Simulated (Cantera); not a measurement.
Input (Python, Cantera):

```python
import numpy as np
import cantera as ct

gas = ct.Solution("h2o2.yaml")
gas.TPX = 550, 110000, {'H2': 1, 'O2': 0.357, 'N2': 1}
flame = ct.FreeFlame(gas, width=0.037)
flame.set_refine_criteria(ratio=3, slope=0.08, curve=0.16)
flame.transport_model = "mixture-averaged"
flame.solve(loglevel=0, auto=True)
z, T = flame.grid, flame.T
thick = (T[-1] - T[0]) / np.gradient(T, z).max()
show = ['H2', 'O2', 'HO2', 'OH', 'H2O', 'H2O2']
print(f"laminar burning velocity  {flame.velocity[0] * 100:.3f} cm/s")
print(f"burnt temperature         {T[-1]:.1f} K")
print(f"thermal thickness         {thick * 1e3:.4f} mm")
print(f"grid points               {len(z)}")
z0 = z[flame.heat_release_rate.argmax()]
print(f"{'z/mm':>9s}{'T/K':>9s}{'u/(m/s)':>9s}" + "".join(f"{s:>11s}" for s in show))
rows = []
for k in (-3, -2, -1.5, -1, -0.5, -0.25, 0, 0.25, 0.5, 1, 2, 4, 8):
    zz = z0 + k * thick
    rows.append([k * thick, np.interp(zz, z, T), np.interp(zz, z, flame.velocity),
                 *(np.interp(zz, z, flame.X[gas.species_index(s)]) for s in show)])
    print(f"{rows[-1][0] * 1e3:9.3f}{rows[-1][1]:9.1f}{rows[-1][2]:9.3f}" + "".join(f"{x:11.3e}" for x in rows[-1][3:]))
```

Output:

```
laminar burning velocity  944.604 cm/s
burnt temperature         2633.1 K
thermal thickness         0.3668 mm
grid points               135
     z/mm      T/K  u/(m/s)         H2         O2        HO2         OH        H2O       H2O2
   -1.100    550.0    9.446  4.243e-01  1.515e-01  8.763e-14  7.802e-18  2.764e-14  4.760e-16
   -0.734    550.0    9.446  4.243e-01  1.515e-01  1.008e-11  1.202e-15  2.457e-12  5.708e-15
   -0.550    550.0    9.446  4.243e-01  1.515e-01  5.647e-10  7.387e-14  1.112e-10  3.137e-13
   -0.367    550.0    9.446  4.243e-01  1.515e-01  1.095e-07  2.305e-11  2.024e-08  9.497e-11
   -0.183    561.1    9.607  4.220e-01  1.516e-01  2.194e-04  3.582e-05  3.317e-04  2.332e-06
   -0.092    790.3   13.209  3.883e-01  1.467e-01  2.535e-04  1.023e-03  1.877e-02  2.096e-05
    0.000   1285.5   20.703  2.569e-01  9.914e-02  9.909e-05  4.556e-03  1.224e-01  4.794e-06
    0.092   1622.5   25.792  1.424e-01  3.046e-02  2.915e-05  1.152e-02  2.470e-01  2.397e-06
    0.183   1771.4   27.927  1.211e-01  1.366e-02  1.219e-05  1.491e-02  2.785e-01  1.470e-06
    0.367   1928.4   30.078  1.231e-01  9.299e-03  7.388e-06  1.734e-02  2.893e-01  8.154e-07
    0.734   2095.4   32.274  1.282e-01  7.027e-03  4.965e-06  1.854e-02  2.988e-01  4.500e-07
    1.467   2263.1   34.400  1.320e-01  4.810e-03  3.164e-06  1.819e-02  3.102e-01  2.693e-07
    2.934   2413.3   36.236  1.345e-01  2.929e-03  1.941e-06  1.616e-02  3.221e-01  1.823e-07
```

Detailed kinetics in Cantera: the H2/O2 subset of GRI-Mech 3.0, which has no nitrogen chemistry. Burning velocities carry a grid error of a few per cent, more on coarse grids.
